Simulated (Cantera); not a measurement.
**Diamond growth**

A diamond (100) surface in a fixed gas of H2 with x(CH4) = 0.0034, x(CH3) = 1.1e-05, at 1200 K, 0.0720 bar; coverages are run to steady state.

Cantera simulation using the Harris–Goodwin 1993 mechanism for the reconstructed diamond (100) surface; the numbers are that mechanism's predictions, not measurements.

```json
[
 {"x(H)": "0.0001", "growth (µm/h)": "0.0133", "θ c6HH": "0.619", "θ c6H*": "0.0272", "θ c6*H": "0.348", "θ c6**": "0.00514", "θ c6HM": "0.000150"},
 {"x(H)": "0.00022", "growth (µm/h)": "0.0320", "θ c6HH": "0.539", "θ c6H*": "0.0326", "θ c6*H": "0.417", "θ c6**": "0.0106", "θ c6HM": "0.000196"},
 {"x(H)": "0.00046", "growth (µm/h)": "0.0622", "θ c6HH": "0.492", "θ c6H*": "0.0356", "θ c6*H": "0.455", "θ c6**": "0.0168", "θ c6HM": "0.000229"},
 {"x(H)": "0.001", "growth (µm/h)": "0.114", "θ c6HH": "0.464", "θ c6H*": "0.0372", "θ c6*H": "0.476", "θ c6**": "0.0227", "θ c6HM": "0.000246"},
 {"x(H)": "0.0021", "growth (µm/h)": "0.193", "θ c6HH": "0.450", "θ c6H*": "0.0379", "θ c6*H": "0.485", "θ c6**": "0.0267", "θ c6HM": "0.000238"},
 {"x(H)": "0.0046", "growth (µm/h)": "0.319", "θ c6HH": "0.443", "θ c6H*": "0.0383", "θ c6*H": "0.489", "θ c6**": "0.0291", "θ c6HM": "0.000202"},
 {"x(H)": "0.01", "growth (µm/h)": "0.476", "θ c6HH": "0.440", "θ c6H*": "0.0385", "θ c6*H": "0.491", "θ c6**": "0.0303", "θ c6HM": "0.000148"},
 {"x(H)": "0.021", "growth (µm/h)": "0.621", "θ c6HH": "0.438", "θ c6H*": "0.0388", "θ c6*H": "0.492", "θ c6**": "0.0309", "θ c6HM": "9.49e-5"},
 {"x(H)": "0.046", "growth (µm/h)": "0.737", "θ c6HH": "0.437", "θ c6H*": "0.0392", "θ c6*H": "0.492", "θ c6**": "0.0313", "θ c6HM": "5.22e-5"}
]
```
θ: site fractions in the mechanism's names (c6HH fully hydrogenated, c6H* and c6*H radical sites, c6** diradical, c6HM methylated).
